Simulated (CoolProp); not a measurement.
R125 at 298.15 K and 3.21 MPa flows at 0.1 m/s in a round tube of 25 mm bore and 0.25 µm roughness, fully developed (64/Re and Nu = 3.66 if laminar; Colebrook and Gnielinski if turbulent). Each further row changes one setting.

Model: reference Helmholtz-energy equation of state, Lemmon 2005, in CoolProp.

| case | Reynolds number | Darcy friction factor | pressure drop (Pa/m) | heat-transfer coefficient (W/(m² K)) | mass flow (kg/h) |
|---|---|---|---|---|---|
| as stated | 20100 | 0.0259 | 6.29 | 267 | 215 |
| velocity 0.2 m/s | 40200 | 0.0220 | 21.4 | 484 | 429 |
| diameter 50 mm | 40200 | 0.0220 | 2.67 | 242 | 859 |

Viscosity comes from a separate model (Huber 2006). Thermal conductivity comes from a separate model (Perkins 2006).
